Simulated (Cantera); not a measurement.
Mixture: 5.03 % CH4, 14.0 % O2, 81.0 % N2, at 0.711 atm, adiabatic and at constant volume. Ignition delay is the time to a rise of 400 K.

Cantera simulation using GRI-Mech 3.0 (53 species, 325 reactions); the numbers are that mechanism's predictions, not measurements.

Task: Predict: delay at 1248 K; delay at 1323 K; delay at 1398 K; delay at 1473 K; delay at 1548 K; delay at 1623 K; delay at 1698 K; apparent activation energy between 1548 and 1698 K.

Result: 
```
Property                                                 Value
--------------------------------------------------  ----------
delay at 1248 K                                        37.2 ms
delay at 1323 K                                        13.6 ms
delay at 1398 K                                        5.45 ms
delay at 1473 K                                        2.40 ms
delay at 1548 K                                        1.16 ms
delay at 1623 K                                       0.620 ms
delay at 1698 K                                       0.356 ms
apparent activation energy between 1548 and 1698 K  170 kJ/mol
```
